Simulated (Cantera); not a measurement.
A closed system holds: 1 mol Fe(CO)₅, 2.7 mol H₂, at 998.15 K and 0.0100 bar.

Method: chemical equilibrium by Gibbs-energy minimisation in Cantera with the NASA 1993 tables (ideal gas, pure condensed phases). Candidate condensed phases: C, C₆H₆, C₇H₈, C₈H₁₈, Fe, Fe(CO)₅, FeO, Fe(OH)₂, Fe(OH)₃, Fe₂O₃, Fe₃O₄, H₂O; 114 gas species. Condensed phases not in the tables: cementite and carbon dissolved in iron. The numbers say what is thermodynamically allowed, not how fast it happens.

Base state: CO 0.646, H₂ 0.351, CO₂ 0.00246, H₂O 0.000923, CH₄ 0.000120 (mole fractions); condensed: C(graphite) + Fe(α).

Q: What changes in the equilibrium state with this change: temperature from 998.15 K to 1598.15 K?

A: 
| species | before | after |
|---|---|---|
| CO | 0.646 | 0.649 |
| H₂ | 0.351 | 0.350 |
| H | 1.28e-8 | 0.000316 |
| CO₂ | 0.00246 | 2.38e-6 |
| H₂O | 0.000923 | 3.85e-6 |
| Fe | <1e-9 | 0.000106 |
| CH₄ | 0.000120 | 1.05e-6 |
| C(graphite), mol | 0.0250 | 0 |
| Fe(α), mol | 1.00 | 0 |
| Fe(γ), mol | 0 | 0.999 |
